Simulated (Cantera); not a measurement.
A closed system holds: 1 mol B2H6, 0.17 mol NH3, 7.4 mol N2.

Method: chemical equilibrium by Gibbs-energy minimisation in Cantera with the NASA 1993 tables (ideal gas, pure condensed phases). Candidate condensed phases: B, BN; 15 gas species. The feed counts by its element totals alone. Rates play no part.

Stable condensed phases, one row left out:

```
T in K \ P in Pa
             10     46    220   1000   4600  22000 100000
   2273       A      A      A      B      B      B      B
   2073       A      A      B      B      B      B      B
   1973       A      B      B      B      B      B      B
   1873       B      B      B      B      B      B      B
   1773       B      B      B      B      B      B      B
   1673       B      B      B      B      B      B      B
   1573       B      B      B      B      B      B      B
   1473       B      B      B      B      B      B      B
   1373       B      B      B      B      B      B      B
   1273       B      B      B      B      B      B      B
   1173       B      B      B      B      B      B      B
```

A: B; B: BN.

Problem. Give the row for 2173 K.

Solution. 10: B; 46: B; 220: BN; 1000: BN; 4600: BN; 22000: BN; 100000: BN.
